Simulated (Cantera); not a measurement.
Charge: 1 mol HgO, 0.061 mol O2, 0.36 mol H2, held at 660 Torr.

Equilibrium computed with Cantera from the NASA thermochemical tables; the gas is ideal and each condensed phase is pure. Candidate condensed phases: H2O, Hg, HgO; 10 gas species. Equilibrium is a limit: real reactors are often held back by kinetics, nucleation or transport. All values below are at 950 K.

Base state: Hg 0.574, O2 0.219, H2O 0.207 (mole fractions); condensed: gas only.

Q: What changes in the equilibrium state with this change: HgO replaced by Hg?

A: 
| species | before | after |
|---|---|---|
| Hg | 0.574 | 0.735 |
| H2 | <1e-9 | 0.175 |
| H2O | 0.207 | 0.0897 |
| O2 | 0.219 | <1e-9 |
